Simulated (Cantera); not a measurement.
Charge: 1 mol Si₃N₄, 0.0031 mol Si, 0.91 mol N₂, held at 0.000210 bar.

Method: chemical equilibrium by Gibbs-energy minimisation in Cantera with the NASA 1993 tables (ideal gas, pure condensed phases). Candidate condensed phases: Si, Si₃N₄; 7 gas species. Equilibrium is a limit: real reactors are often held back by kinetics, nucleation or transport.

Problem. Which condensed phases are stable at each of these points (T (°C)): 1175, 1250, 1325, 1400, 1475, 1550, 1625?

Solution. 
```tsv
T (°C)	condensed phases	Si condensed (%)
1175	Si₃N₄(s)	100.0
1250	Si₃N₄(s)	100.0
1325	Si(s)	100.0
1400	Si(s)	99.8
1475	Si(l)	99.3
1550	Si(l)	97.8
1625	Si(l)	93.7
```

From 1175 °C to 1250 °C the condensed part is Si₃N₄(s). From 1325 °C to 1400 °C the condensed part is Si(s). From 1475 °C to 1625 °C the condensed part is Si(l).
